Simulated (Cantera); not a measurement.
Charge: 1 mol H₂O, 0.63 mol N₂, held at 727 °C and 0.0440 bar.

Cantera equilibrium calculation (NASA polynomials, part measured and part estimated; ideal gas, pure solids and liquids). Candidate condensed phases: H₂O; 24 gas species. Kinetics and transport are ignored.

Problem. What is the equilibrium state?

Solution. 
```
Quantity       Result
----------  ---------
x(H₂O)          0.613
x(N₂)           0.387
gas amount  1.630 mol
```
